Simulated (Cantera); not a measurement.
What does this Cantera script print?

```python
import numpy as np
import cantera as ct

gas_names = """
    H HO2 H2 H2O H2O2 O OH O2 O3
""".split()
cond_names = """
    H2O(s) H2O(L)
""".split()


# ... load() reads the species with a 1 bar reference pressure and builds the phases ...
atoms = {
    'H2O': {'H': 2, 'O': 1},
    'O2': {'O': 2},
}
top_T = {}  # K; cautious upper limits of use, not melting points


# ... equilibrate(T, P, feed) seeds the gas with the atoms and calls Mixture.equilibrate('TP', solver="vcs", rtol=1e-11, max_steps=5000) ...
results = []
feed = {'H2O': 1, 'O2': 0.47}  # mol
T = 3098.15  # K
P = 101325  # Pa
mix = equilibrate(T, P, feed)
results.append((T, P, feed, dict(zip(mix.species_names, mix.species_moles))))
print(gas.report(threshold=0.0001))
for i in range(1, mix.n_phases):
    print(f"{mix.phase(i).name:16s} {mix.phase_moles(i):12.5e} mol")
```

Result:

```
       temperature   3098.2 K
          pressure   1.0132e+05 Pa
           density   0.076288 kg/m^3
  mean mol. weight   19.394 kg/kmol
   phase of matter   gas

                          1 kg             1 kmol
                     ---------------   ---------------
          enthalpy        1.9613e+06        3.8038e+07  J
   internal energy        6.3311e+05        1.2279e+07  J
           entropy             14398        2.7924e+05  J/K
    Gibbs function       -4.2646e+07       -8.2708e+08  J
 heat capacity c_p            2300.3             44613  J/K
 heat capacity c_v            1871.6             36299  J/K

                      mass frac. Y      mole frac. X     chem. pot. / RT
                     ---------------   ---------------   ---------------
                 H         0.0025496          0.049055           -11.929
               HO2         0.0002004        0.00011775           -43.748
                H2         0.0056686          0.054533           -23.858
               H2O           0.40623           0.43733           -39.768
                 O           0.06321          0.076624           -15.909
                OH           0.12328           0.14059           -27.838
                O2           0.39886           0.24175           -31.818
     [   +2 minor]        8.2367e-06        4.6158e-06
```

Equilibrium computed with Cantera from the NASA thermochemical tables; the gas is ideal and each condensed phase is pure.
